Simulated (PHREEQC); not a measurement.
## Copper plating or etch bath

Consider water at 25 °C with 1.1 mmol/kgw Cu(NO3)2, 2.6 mmol/kgw HCl and 58 mmol/kgw Na2SO4. Closed to the air; pH follows from the charge balance.

All values are PHREEQC results (ion-association model, phreeqc.dat), not measurements.

| Item | Result |
|---|---|
| pH | 3.09 |
| ionic strength | 0.158 mol/kgw |
| specific conductance | 10100 µS/cm |
| density | 1.005 g/cm³ |
| total alkalinity | -2.60 meq/kg |

```csv
species,molality,activity,log γ
Na+,0.108,0.0819,-0.119
SO4-2,0.0477,0.0152,-0.497
NaSO4-,0.00819,0.00623,-0.119
Cl-,0.00260,0.00191,-0.135
NO3-,0.00220,0.00157,-0.146
HSO4-,0.00159,0.00120,-0.121
H+,0.00101,0.000816,-0.093
```

This is a speciation only: nothing precipitates in the calculation.
